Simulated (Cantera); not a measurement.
A Cantera script and what it prints.

```python
import numpy as np
import cantera as ct

gas_names = """
    C CO CO2 C2 C2O C3 C3O2 C4 C5 Ca CaO Ca2 O O2 O3
""".split()
cond_names = """
    C(gr) Ca(a) Ca(b) Ca(L) CaCO3(caL) CaO(s) CaO(L)
""".split()


# ... load() reads the species with a 1 bar reference pressure and builds the phases ...
atoms = {
    'CaO': {'Ca': 1, 'O': 1},
    'O2': {'O': 2},
    'CO2': {'C': 1, 'O': 2},
}
top_T = {'C(gr)': 4500}  # K; cautious upper limits of use, not melting points


# ... equilibrate(T, P, feed) seeds the gas with the atoms and calls Mixture.equilibrate('TP', solver="vcs", rtol=1e-11, max_steps=5000) ...
results = []
feed = {'CaO': 1, 'O2': 1.4, 'CO2': 0.073}  # mol
T = 1825  # K
P = 100000  # Pa
mix = equilibrate(T, P, feed)
results.append((T, P, feed, dict(zip(mix.species_names, mix.species_moles))))
x = sorted(zip(gas.X, gas.species_names), reverse=True)
print(f"T = {T:g} K  P = {P:g} Pa  gas = {mix.phase_moles(0):.4g} mol")
print("   x: " + "  ".join(f"{s} {v:.3e}" for v, s in x if v > 0.0001))
print("   condensed (mol): " + ("  ".join(f"{mix.phase(i).name} {mix.phase_moles(i):.4g}"
      for i in range(1, mix.n_phases) if mix.phase_moles(i) > 1e-12) or "none"))
```

Result:

```
T = 1825 K  P = 100000 Pa  gas = 1.473 mol
   x: O2 9.503e-01  CO2 4.954e-02  O 1.498e-04
   condensed (mol): CaO(s) 1
```

Method: chemical equilibrium by Gibbs-energy minimisation in Cantera with the NASA 1993 tables (ideal gas, pure condensed phases).
